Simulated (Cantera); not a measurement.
An isothermal, constant-pressure homogeneous reactor starts with H2 : O2 = 0.045 : 1 (molar parts), equivalence ratio 0.022, at 1200 K and 1.73 Torr. Integrator tolerance rtol = 1e-08.

Cantera simulation using GRI-Mech 3.0 (53 species, 325 reactions); the numbers are that mechanism's predictions, not measurements. Radical loss at walls, strong at low pressure, is not modelled. The temperature is held fixed by assumption; the heat of reaction is taken as removed at once.

### Question
What does this change do: temperature 1200 to 1425 K?

### Answer
| quantity | before | after |
|---|---|---|
| x(H2) at 5.00 s | 7.38e-5 (gas-phase equilibrium 1.20e-8) | 0.000214 (gas-phase equilibrium 6.21e-7) |
| x(O2) at 5.00 s | 0.952 (gas-phase equilibrium 0.956) | 0.944 (gas-phase equilibrium 0.956) |
| x(OH) at 5.00 s | 0.00104 (gas-phase equilibrium 1.33e-5) | 0.00322 (gas-phase equilibrium 0.000174) |
| x(H2O) at 5.00 s | 0.0432 (gas-phase equilibrium 0.0440) | 0.0415 (gas-phase equilibrium 0.0439) |
| x(H2O2) at 5.00 s | 1.07e-8 (gas-phase equilibrium 4.94e-11) | 5.25e-9 (gas-phase equilibrium 2.71e-10) |
| x(H) at 5.00 s | 0.000220 (gas-phase equilibrium 4.54e-10) | 0.000760 (gas-phase equilibrium 1.13e-7) |
| x(HO2) at 5.00 s | 2.39e-7 (gas-phase equilibrium 6.07e-9) | 1.68e-7 (gas-phase equilibrium 5.00e-8) |
